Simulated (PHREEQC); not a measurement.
Make-up at 25 °C: 0.58 mmol/kgw H2SeO3 and 0.059 mmol/kgw CaCl2. Closed to the air; pH follows from the charge balance.

The numbers come from PHREEQC with the ion-association model, wateq4f.dat.

- pH = 3.35
- ionic strength = 0.000642 mol/kgw
- total alkalinity = -1.16 meq/kg

| species | molality | activity | log γ |
|---|---|---|---|
| H+ | 0.000465 | 0.000452 | -0.012 |
| HSeO3- | 0.000465 | 0.000452 | -0.013 |
| Cl- | 0.000118 | 0.000115 | -0.013 |
| H2SeO3 | 0.000115 | 0.000115 | 0.000 |
| Ca+2 | 5.90e-5 | 5.26e-5 | -0.050 |
| SeO3-2 | 3.54e-9 | 3.16e-9 | -0.050 |

This is a speciation only: nothing precipitates in the calculation.
